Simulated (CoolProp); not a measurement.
Toluene at 444.25 K and 0.321 MPa is throttled through a valve to 0.216 MPa with no heat exchange. Each further row changes one setting.

Computed with CoolProp (reference Helmholtz-energy equation of state, Lemmon 2006). It is a short technical equation, of lower accuracy than the large ones.

```csv
case,temperature change (K),final density (kg/m³)
as stated,?,?
outlet pressure 0.0648 MPa,?,?
outlet pressure 0.281 MPa,?,?
```

Some entries are withheld; supply them.


- as stated, temperature change (K): -2.2
- as stated, final density (kg/m³): 5.72
- outlet pressure 0.0648 MPa, temperature change (K): -5.3
- outlet pressure 0.0648 MPa, final density (kg/m³): 1.66
- outlet pressure 0.281 MPa, temperature change (K): -0.9
- outlet pressure 0.281 MPa, final density (kg/m³): 7.55
